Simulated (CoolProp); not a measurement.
Propylene at 293.15 K and 13.3 MPa is throttled through a valve to 7.6 MPa with no heat exchange. Each further row changes one setting.

Computed with CoolProp (reference Helmholtz-energy equation of state, Lemmon 2013).

```json
[
 {"case": "as stated", "temperature change (K)": "+1.1", "final density (kg/m³)": "[?]"},
 {"case": "outlet pressure 2.28 MPa", "temperature change (K)": "+1.6", "final density (kg/m³)": "[?]"},
 {"case": "outlet pressure 9.88 MPa", "temperature change (K)": "[?]", "final density (kg/m³)": "[?]"}
]
```

Task: What belongs in the gaps?

Result: 
- as stated, final density (kg/m³): 531
- outlet pressure 2.28 MPa, final density (kg/m³): 516
- outlet pressure 9.88 MPa, temperature change (K): +0.7
- outlet pressure 9.88 MPa, final density (kg/m³): 536
